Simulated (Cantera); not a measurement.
A Cantera script and what it prints.

```python
import numpy as np
import cantera as ct

gas_names = """
    B BCL BCL2 BCL3 BH BH2 BH3 BO BOCL BO2 B2 B2O B2O2 B2O3 B3O3CL3 B3O3H3 CL CLO CL2 H HBO HBO2 HCL
    HOCL HO2 H2 H2O H2O2 H3B3O6 O OH O2 O3
""".split()
cond_names = """
    B(b) B(L) B2O3(L) B3O3H3(cr) H2O(s) H2O(L)
""".split()


# ... load() reads the species with a 1 bar reference pressure and builds the phases ...
atoms = {
    'B2O3': {'B': 2, 'O': 3},
    'HCl': {'H': 1, 'CL': 1},
    'H2': {'H': 2},
}
top_T = {}  # K; cautious upper limits of use, not melting points


# ... equilibrate(T, P, feed) seeds the gas with the atoms and calls Mixture.equilibrate('TP', solver="vcs", rtol=1e-11, max_steps=5000) ...
results = []
feed = {'B2O3': 1, 'HCl': 52, 'H2': 2.5}  # mol
T = 975  # K
P = 4200  # Pa
mix = equilibrate(T, P, feed)
results.append((T, P, feed, dict(zip(mix.species_names, mix.species_moles))))
x = sorted(zip(gas.X, gas.species_names), reverse=True)
print(f"T = {T:g} K  P = {P:g} Pa  gas = {mix.phase_moles(0):.4g} mol")
print("   x: " + "  ".join(f"{s} {v:.3e}" for v, s in x if v > 0.0001))
print("   condensed (mol): " + ("  ".join(f"{mix.phase(i).name} {mix.phase_moles(i):.4g}"
      for i in range(1, mix.n_phases) if mix.phase_moles(i) > 1e-12) or "none"))
```

Result:

```
T = 975 K  P = 4200 Pa  gas = 54.5 mol
   x: HCL 9.539e-01  H2 4.587e-02  H2O 1.496e-04
   condensed (mol): B2O3(L) 0.9963
```

These are equilibrium values from Cantera (NASA tables, ideal gas, pure condensed phases), not measurements of a reactor.
